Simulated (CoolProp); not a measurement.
A single-stage vapour-compression cycle with the fluid: evaporating at 212.15 K (dew point), condensing at 254.15 K (bubble point), superheat 8 K, subcooling 8 K, compressor efficiency 0.7, no pressure losses. The same conditions are run with several fluids, on thermodynamics alone (safety and materials aside).

Computed with CoolProp (reference Helmholtz-energy equation of state of each fluid (R22: Kamei 1995; R143a: Lemmon and Jacobsen 2000; R507A: Lemmon 2003; nitrous oxide: Lemmon 2006; R134a: Tillner-Roth 1994; propylene: Lemmon 2013)). Blends and air are pseudo-pure fits.

```csv
fluid,cooling COP,pressure ratio,discharge temperature (K),refrigerating effect (kJ/kg),volumetric capacity (kJ/m³)
R22,3.09,7.20,333.5,213,362
R143a,3.13,6.51,298.5,197,467
R507A,3.12,6.76,293.7,169,452
nitrous oxide,2.88,4.50,342.8,286,3010
R134a,3.16,9.30,305.4,202,169
propylene,3.14,6.00,311.1,388,481
```
